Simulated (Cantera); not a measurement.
Source: NASA polynomial tables (part measured, part estimated), evaluated in Cantera. Values are per mole of reaction as written; species without (g) are pure solids or liquids, kept so even where they would boil at 1 bar.

Si₃N₄ + 6 C = 2 N₂(g) + 3 SiC₂(g), with ΔH° = 2590.0 kJ and ΔS° = 946.3 J/K at 300 K.

**Question.** How far is the shortcut ΔG° ≈ ΔH°(300 K) − T·ΔS°(300 K) from the full temperature-dependent value at 1098, 1298, 1498, 1698, 1898, 2098, 2298 K?

**Answer.** 
```csv
T (K),shortcut (kJ),full (kJ),difference (kJ),difference in log10 K
1098,1551.0,1546.3,4.7,-0.22
1298,1361.7,1359.7,2.0,-0.08
1498,1172.4,1175.1,-2.6,0.09
1698,983.2,992.4,-9.2,0.28
1898,793.9,811.5,-17.6,0.48
2098,604.6,632.2,-27.6,0.69
2298,415.4,454.5,-39.2,0.89
```
The shortcut ignores the heat-capacity change of the reaction.
